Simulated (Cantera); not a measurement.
Input: 1 mol Cu2O, 0.51 mol CH4, 0.21 mol H2, held at 1750 °C and 133 Pa.

Equilibrium computed with Cantera from the NASA thermochemical tables; the gas is ideal and each condensed phase is pure. Candidate condensed phases: C, C6H6, C7H8, C8H18, Cu, CuO, Cu(OH)2, Cu2O, H2O; 113 gas species. Rates play no part.

Base state: Cu 0.528, H2 0.199, CO 0.120, H2O 0.113, H 0.0232, CO2 0.0146, OH 0.00137, Cu2 0.000312 (mole fractions); condensed: gas only.

Task: What changes in the equilibrium state with this change: H2 from 0.21 to 7.7 mol?

Result: 
| species | before | after |
|---|---|---|
| H2 | 0.199 | 0.696 |
| Cu | 0.528 | 0.174 |
| CO | 0.120 | 0.0439 |
| CO2 | 0.0146 | 0.000565 |
| H2O | 0.113 | 0.0418 |
| H | 0.0232 | 0.0434 |
| O2 | 2.84e-5 | 3.18e-7 |
| CuO | 1.07e-5 | 3.75e-7 |

Task: What changes in the equilibrium state with this change: CH4 from 0.51 to 0.84 mol?

Result: 
```tsv
species	before	after
Cu	0.528	0.416
H2	0.199	0.348
CO	0.120	0.172
H2O	0.113	0.0299
CO2	0.0146	0.00316
H	0.0232	0.0307
O2	2.84e-5	6.48e-7
CuO	1.07e-5	1.28e-6
O	0.000116	1.76e-5
OH	0.00137	0.000274
Cu2	0.000312	0.000194
```
